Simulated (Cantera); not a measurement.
Feed: 1 mol C3H8, 0.14 mol NH3, 4.6 mol H2O, at 2202 °C and 0.000130 bar.

These are equilibrium values from Cantera (NASA tables, ideal gas, pure condensed phases), not measurements of a reactor. Candidate condensed phases: C, C6H6, C7H8, C8H18, H2O; 136 gas species. Equilibrium is a limit: real reactors are often held back by kinetics, nucleation or transport.

Base state: H 0.654, CO 0.152, H2 0.110, O 0.0516, OH 0.0131, H2O 0.0109, N2 0.00354, CO2 0.00248 (mole fractions); condensed: gas only.

Task: What changes in the equilibrium state with this change: NH3 from 0.14 to 2.6 mol?

Result: 
| species | before | after |
|---|---|---|
| H | 0.654 | 0.669 |
| H2 | 0.110 | 0.115 |
| CO | 0.152 | 0.110 |
| N2 | 0.00354 | 0.0479 |
| O | 0.0516 | 0.0373 |
| OH | 0.0131 | 0.00971 |
| H2O | 0.0109 | 0.00829 |
| NO | 0.000148 | 0.000394 |
| CO2 | 0.00248 | 0.00129 |
| O2 | 0.00211 | 0.00111 |
